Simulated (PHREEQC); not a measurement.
**Brine**

Dissolve 1.5 mol H2SO4 and 0.022 mol K2SO4 per kg of water at 25 °C. It is in equilibrium with CO2 at log p = 0 (atm). Otherwise closed; pH follows from the charge balance.

Model: Pitzer model, pitzer.dat, run in PHREEQC.

Precipitation was switched off in this run.

Q: Predict the pH.

A: pH -0.38.

Q: In which forms is S present?

A: HSO4- 76 %, SO4-2 24 % of the S.

In brines, pH and single-ion activities rest on the MacInnes convention.
